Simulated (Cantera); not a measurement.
A freely propagating, adiabatic, planar premixed flame of 16.8 % CO, 18.5 % H₂, 13.6 % O₂, 51.1 % N₂, unburnt at 498 K and 80000 Pa; unity-Lewis-number transport, grid criteria slope 0.08 and curve 0.16, no radiation.

Computed with Cantera and GRI-Mech 3.0 (53 species, 325 reactions). Unity Lewis numbers drop preferential diffusion, which matters most where H2 and H carry the flame. Burning velocities carry a grid error of a few per cent, more on coarse grids.

x: mole fraction of selected species; z is measured from the peak of heat release.

| z (mm) | T (K) | u (m/s) | x CO | x H₂ | x O₂ | x HO₂ | x OH | x H₂O₂ |
|---|---|---|---|---|---|---|---|---|
| -1.51 | 498 | 2.46 | 0.168 | 0.185 | 0.136 | <1e-8 | <1e-8 | <1e-8 |
| -1.01 | 498 | 2.46 | 0.168 | 0.185 | 0.136 | (withheld) | <1e-8 | <1e-8 |
| -0.755 | 498 | 2.46 | 0.168 | 0.185 | 0.136 | (withheld) | <1e-8 | 1.10e-8 |
| -0.503 | 499 | 2.46 | 0.168 | 0.185 | 0.136 | (withheld) | <1e-8 | 1.38e-7 |
| -0.252 | 530 | 2.61 | 0.168 | 0.182 | 0.134 | (withheld) | 2.40e-6 | 4.74e-6 |
| -0.126 | 760 | 3.69 | 0.163 | 0.160 | 0.120 | (withheld) | 0.000344 | 9.29e-6 |
| 0 | 1224 | 5.78 | 0.146 | 0.0807 | 0.0747 | (withheld) | 0.00299 | 3.48e-6 |
| 0.126 | 1522 | 7.05 | 0.122 | 0.0336 | 0.0382 | (withheld) | 0.00772 | 1.90e-6 |
| 0.252 | 1676 | 7.68 | 0.105 | 0.0313 | 0.0273 | (withheld) | 0.0101 | 1.04e-6 |
| 0.503 | 1840 | 8.33 | 0.0941 | 0.0335 | 0.0207 | (withheld) | 0.0120 | 5.17e-7 |
| 1.01 | 1999 | 8.93 | 0.0917 | 0.0322 | 0.0166 | (withheld) | 0.0129 | 2.74e-7 |
| 2.01 | 2146 | 9.48 | 0.0902 | 0.0292 | 0.0128 | (withheld) | 0.0126 | 1.61e-7 |
| 4.03 | 2273 | 9.93 | 0.0870 | 0.0262 | 0.00890 | (withheld) | 0.0111 | 1.07e-7 |

**Question.** Some entries are withheld; supply them.

**Answer.** 
- -1.01, x HO₂: 2.08e-8
- -0.755, x HO₂: 1.72e-7
- -0.503, x HO₂: 2.15e-6
- -0.252, x HO₂: 9.17e-5
- -0.126, x HO₂: 0.000164
- 0, x HO₂: 5.15e-5
- 0.126, x HO₂: 1.96e-5
- 0.252, x HO₂: 1.16e-5
- 0.503, x HO₂: 7.22e-6
- 1.01, x HO₂: 4.80e-6
- 2.01, x HO₂: 3.08e-6
- 4.03, x HO₂: 1.92e-6
